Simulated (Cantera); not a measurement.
An isothermal, constant-pressure homogeneous reactor starts with H2 : O2 = 0.013 : 1 (molar parts), equivalence ratio 0.0065, at 1375 K and 0.00650 bar.

Computed with Cantera and the H2/O2 subset of GRI-Mech 3.0, which has no nitrogen chemistry. Radical loss at walls, strong at low pressure, is not modelled.

One state of this run: x H2 = 5.87e-5; x O2 = 0.976; x H2O = 0.0118; x O = 0.0101; x H2O2 = 6.95e-9; x OH = 0.00152; x HO2 = 2.68e-7. x: mole fraction; the columns are a selection and need not sum to one.

Q: Which value of t (s) does it belong to?
A) 0.00107
B) 0.146
C) 1.05
D) 0.00286

A: B, 0.146
